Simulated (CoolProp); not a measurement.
1-butene along the isobar 1.3 MPa: density (kg/m³) from the reference equation and from simpler models built on Tc = 146.1 °C, pc = 4.006 MPa, ω = 0.192; each cubic takes its own stable root.

Model: reference Helmholtz-energy equation of state, Lemmon 2005, in CoolProp. It is a short technical equation, of lower accuracy than the large ones.

```json
[
 {"T (°C)": "51.65", "phase": "liquid", "reference": "554.7", "Soave-Redlich-Kwong": "506.8", "Peng-Robinson": "574.6"},
 {"T (°C)": "58.25", "phase": "liquid", "reference": "545.2", "Soave-Redlich-Kwong": "___", "Peng-Robinson": "562.4"},
 {"T (°C)": "64.95", "phase": "liquid", "reference": "535.0", "Soave-Redlich-Kwong": "484.1", "Peng-Robinson": "549.1"},
 {"T (°C)": "71.55", "phase": "liquid", "reference": "524.5", "Soave-Redlich-Kwong": "471.7", "Peng-Robinson": "535.2"},
 {"T (°C)": "78.25", "phase": "liquid", "reference": "513.2", "Soave-Redlich-Kwong": "458.1", "Peng-Robinson": "___"},
 {"T (°C)": "91.55", "phase": "gas", "reference": "30.68", "Soave-Redlich-Kwong": "___", "Peng-Robinson": "30.68"},
 {"T (°C)": "98.15", "phase": "gas", "reference": "29.52", "Soave-Redlich-Kwong": "___", "Peng-Robinson": "29.61"},
 {"T (°C)": "104.85", "phase": "gas", "reference": "28.48", "Soave-Redlich-Kwong": "28.17", "Peng-Robinson": "28.63"},
 {"T (°C)": "111.55", "phase": "gas", "reference": "27.54", "Soave-Redlich-Kwong": "27.31", "Peng-Robinson": "27.74"},
 {"T (°C)": "118.15", "phase": "gas", "reference": "26.71", "Soave-Redlich-Kwong": "26.52", "Peng-Robinson": "26.93"},
 {"T (°C)": "124.85", "phase": "gas", "reference": "25.94", "Soave-Redlich-Kwong": "25.79", "Peng-Robinson": "26.17"},
 {"T (°C)": "131.45", "phase": "gas", "reference": "25.24", "Soave-Redlich-Kwong": "25.11", "Peng-Robinson": "25.48"},
 {"T (°C)": "138.15", "phase": "gas", "reference": "24.59", "Soave-Redlich-Kwong": "24.47", "Peng-Robinson": "24.82"},
 {"T (°C)": "144.75", "phase": "gas", "reference": "___", "Soave-Redlich-Kwong": "23.89", "Peng-Robinson": "24.22"},
 {"T (°C)": "151.45", "phase": "gas", "reference": "23.41", "Soave-Redlich-Kwong": "23.33", "Peng-Robinson": "23.64"}
]
```

Some entries are withheld; supply them.


- 58.25, Soave-Redlich-Kwong: 495.9
- 78.25, Peng-Robinson: 519.8
- 91.55, Soave-Redlich-Kwong: 30.16
- 98.15, Soave-Redlich-Kwong: 29.12
- 144.75, reference: 23.98
